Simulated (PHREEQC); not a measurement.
Solution (20 °C): 0.0027 mol HCl, 8.3e-05 mol Li2SO4 and 0.0013 mol Fe2(SO4)3 per kg of water. Closed to the air; pH follows from the charge balance.

All values are PHREEQC results (ion-association model, phreeqc.dat), not measurements.

This is a speciation only: nothing precipitates in the calculation.

Problem. Order these Fe species by the share of Fe that they hold, largest first: FeOH+2, Fe(SO4)2-, FeSO4+, Fe+3, Fe(OH)2+.

Solution. FeSO4+ (69 %), FeOH+2 (15 %), Fe+3 (12 %), Fe(SO4)2- (1.8 %), Fe(OH)2+ (1.1 %)

The pH is 2.58 and the ionic strength 0.00979 mol/kgw. Saturation is exceeded, for instance for Hematite (slow to form), Goethite (slow to form); the values hold only as long as no solid forms.
